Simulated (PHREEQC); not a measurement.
# Sulfide liquor: an equilibrium model

A solution holds 0.297 mol/kgw NaHS and 3.2e-05 mol/kgw NaHCO3, at 20 °C. Closed to the air; pH follows from the charge balance.

Computed with PHREEQC (ion-association model, phreeqc.dat).

The pH is 9.69, the ionic strength is 0.297 mol/kgw and the activity of water comes out as 0.990. The specific conductance is 23000 µS/cm and the density comes out as 1.009 g/cm³. The total alkalinity comes out as 297 meq/kg.

```
species  molality  activity   log γ
-------  --------  --------  ------
Na+         0.297     0.218  -0.135
HS-         0.296     0.201  -0.170
H2S      0.000388  0.000416   0.030
S-2      0.000322   8.43e-5  -0.583
OH-       4.94e-5   3.34e-5  -0.170
HCO3-     1.41e-5   1.02e-5  -0.140
NaCO3-    9.02e-6   6.63e-6  -0.133
CO3-2     7.71e-6   2.12e-6  -0.561
NaHCO3    1.20e-6   1.28e-6   0.030
CO2       4.70e-9   5.03e-9   0.030
```

No solid was allowed to form.
